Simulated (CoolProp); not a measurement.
Vapour-liquid equilibrium of R125 (1) + R143a (2) at 8.33 bar; x and y are mole fractions of (1).

The numbers come from the multi-fluid Helmholtz-energy mixture model, Lemmon 2005 and Lemmon and Jacobsen 2000; pair parameters Lemmon 2004 in CoolProp.

```
x      bubble temperature (°C)  y at the bubble point  dew temperature at overall composition x (°C)  liquid density (mol/L)
-----  -----------------------  ---------------------  ---------------------------------------------  ----------------------
0.05                       9.9                  0.050                                            9.9                   11.72
0.125                      9.9                  0.126                                            9.9                   11.63
0.2                        9.8                  0.203                                            9.8                   11.54
0.275                      9.7                  0.281                                            9.7                   11.46
0.35                       9.6                  0.359                                            9.6                   11.38
0.425                      9.4                  0.438                                            9.5                   11.30
0.5                        9.2                  0.516                                            9.3                   11.22
0.575                      9.0                  0.593                                            9.1                   11.14
0.65                       8.7                  0.669                                            8.8                   11.06
0.725                      8.4                  0.744                                            8.5                   10.99
0.8                        8.1                  0.817                                            8.2                   10.91
0.875                      7.7                  0.888                                            7.8                   10.84
0.95                       7.3                  0.956                                            7.4                   10.76
```

y crosses x between x = 0.05 and 0.125: the model has an azeotrope there.

Pair parameters are fitted to limited data, so mixtures are less certain than the pure fluids.
